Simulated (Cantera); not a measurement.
Diamond growth

A diamond (100) surface in a fixed gas of H2 with x(CH4) = 0.0022, x(CH3) = 8.1e-05, at 1025 K, 29000 Pa; coverages are run to steady state.

Computed with Cantera and the Harris–Goodwin 1993 mechanism for the reconstructed diamond (100) surface.

```json
[
 {"x(H)": "0.0001", "growth (µm/h)": "5.06", "θ c6HH": "0.496", "θ c6H*": "0.0147", "θ c6*H": "0.281", "θ c6**": "0.00385", "θ c6HM": "0.146"},
 {"x(H)": "0.0002", "growth (µm/h)": "7.52", "θ c6HH": "0.510", "θ c6H*": "0.0165", "θ c6*H": "0.316", "θ c6**": "0.00593", "θ c6HM": "0.108"},
 {"x(H)": "0.0004", "growth (µm/h)": "9.81", "θ c6HH": "0.530", "θ c6H*": "0.0181", "θ c6*H": "0.345", "θ c6**": "0.00794", "θ c6HM": "0.0705"},
 {"x(H)": "0.00079", "growth (µm/h)": "11.5", "θ c6HH": "0.547", "θ c6H*": "0.0191", "θ c6*H": "0.365", "θ c6**": "0.00947", "θ c6HM": "0.0419"},
 {"x(H)": "0.0016", "growth (µm/h)": "12.7", "θ c6HH": "0.559", "θ c6H*": "0.0199", "θ c6*H": "0.378", "θ c6**": "0.0105", "θ c6HM": "0.0227"},
 {"x(H)": "0.0031", "growth (µm/h)": "13.3", "θ c6HH": "0.566", "θ c6H*": "0.0204", "θ c6*H": "0.385", "θ c6**": "0.0111", "θ c6HM": "0.0123"},
 {"x(H)": "0.0062", "growth (µm/h)": "13.7", "θ c6HH": "0.570", "θ c6H*": "0.0208", "θ c6*H": "0.389", "θ c6**": "0.0114", "θ c6HM": "0.00631"},
 {"x(H)": "0.012", "growth (µm/h)": "13.9", "θ c6HH": "0.572", "θ c6H*": "0.0212", "θ c6*H": "0.391", "θ c6**": "0.0116", "θ c6HM": "0.00331"},
 {"x(H)": "0.024", "growth (µm/h)": "14.0", "θ c6HH": "0.573", "θ c6H*": "0.0220", "θ c6*H": "0.391", "θ c6**": "0.0119", "θ c6HM": "0.00167"}
]
```
θ: site fractions in the mechanism's names (c6HH fully hydrogenated, c6H* and c6*H radical sites, c6** diradical, c6HM methylated).
